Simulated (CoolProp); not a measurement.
Vapour-liquid equilibrium of CH2F2 (R32) (1) + dimethyl ether (2) at 3 bar; x and y are mole fractions of (1).

Model: multi-fluid Helmholtz-energy mixture model, Tillner-Roth 1997 and Wu 2011; pair parameters Bell 2016, in CoolProp.

Give the bubble temperature and the first vapour's composition at x = 0.425, 0.725, 0.875. Is there an azeotrope?

x = 0.425: -14.4 °C, y = 0.691; x = 0.725: -22.5 °C, y = 0.889; x = 0.875: -25.5 °C, y = 0.953. No azeotrope shows between x = 0.05 and 0.95.

The pair parameters rest on a limited set of measurements; away from them the model extrapolates. The gap from Raoult's law changes sign with composition, which may be real or a fault of the pair parameters; it wasn't checked against measurements.
